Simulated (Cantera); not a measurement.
Input (Python, Cantera) and output of one run.

```python
import numpy as np
import cantera as ct

gas_names = """
    H HNO HNO2 HNO3 HO2 H2 H2O H2O2 N NH NH2 NH3 NH2OH NO NO2 NO3 N2 N2H2 N2H4 N2O O OH O2 O3 Pb PbO Pb2
""".split()
cond_names = """
    H2O(s) H2O(L) Pb(cr) Pb(L) PbO(rd) PbO(yw) PbO(L) PbO2(s) Pb3O4(s)
""".split()


# ... load() reads the species with a 1 bar reference pressure and builds the phases ...
atoms = {
    'PbO': {'Pb': 1, 'O': 1},
    'N2': {'N': 2},
    'H2': {'H': 2},
}
top_T = {'Pb3O4(s)': 820}  # K; cautious upper limits of use, not melting points


# ... equilibrate(T, P, feed) seeds the gas with the atoms and calls Mixture.equilibrate('TP', solver="vcs", rtol=1e-11, max_steps=5000) ...
results = []
feed = {'PbO': 1, 'N2': 0.14, 'H2': 0.92}  # mol
P = 49000  # Pa
for T in [648, 673, 698, 723, 748, 773, 798, 823, 848, 873]:
    mix = equilibrate(T, P, feed)
    results.append((T, P, feed, dict(zip(mix.species_names, mix.species_moles))))
    x = sorted(zip(gas.X, gas.species_names), reverse=True)
    print(f"T = {T:g} K  P = {P:g} Pa  gas = {mix.phase_moles(0):.4g} mol")
    print("   x: " + "  ".join(f"{s} {v:.3e}" for v, s in x if v > 0.0001))
    print("   condensed (mol): " + ("  ".join(f"{mix.phase(i).name} {mix.phase_moles(i):.4g}"
          for i in range(1, mix.n_phases) if mix.phase_moles(i) > 1e-12) or "none"))
```

Output:

```
T = 648 K  P = 49000 Pa  gas = 1.06 mol
   x: H2O 8.679e-01  N2 1.321e-01
   condensed (mol): Pb(L) 0.92  PbO(rd) 0.08002
T = 673 K  P = 49000 Pa  gas = 1.06 mol
   x: H2O 8.679e-01  N2 1.321e-01
   condensed (mol): Pb(L) 0.92  PbO(rd) 0.08003
T = 698 K  P = 49000 Pa  gas = 1.06 mol
   x: H2O 8.679e-01  N2 1.321e-01
   condensed (mol): Pb(L) 0.92  PbO(rd) 0.08003
T = 723 K  P = 49000 Pa  gas = 1.06 mol
   x: H2O 8.679e-01  N2 1.321e-01
   condensed (mol): Pb(L) 0.92  PbO(rd) 0.08004
T = 748 K  P = 49000 Pa  gas = 1.06 mol
   x: H2O 8.679e-01  N2 1.321e-01
   condensed (mol): Pb(L) 0.92  PbO(rd) 0.08004
T = 773 K  P = 49000 Pa  gas = 1.06 mol
   x: H2O 8.679e-01  N2 1.321e-01
   condensed (mol): Pb(L) 0.9199  PbO(yw) 0.08005
T = 798 K  P = 49000 Pa  gas = 1.06 mol
   x: H2O 8.679e-01  N2 1.321e-01
   condensed (mol): Pb(L) 0.9199  PbO(yw) 0.08006
T = 823 K  P = 49000 Pa  gas = 1.06 mol
   x: H2O 8.679e-01  N2 1.321e-01
   condensed (mol): Pb(L) 0.9199  PbO(yw) 0.08006
T = 848 K  P = 49000 Pa  gas = 1.06 mol
   x: H2O 8.679e-01  N2 1.321e-01
   condensed (mol): Pb(L) 0.9199  PbO(yw) 0.08007
T = 873 K  P = 49000 Pa  gas = 1.06 mol
   x: H2O 8.678e-01  N2 1.321e-01
   condensed (mol): Pb(L) 0.9199  PbO(yw) 0.08008
```

Method: chemical equilibrium by Gibbs-energy minimisation in Cantera with the NASA 1993 tables (ideal gas, pure condensed phases).
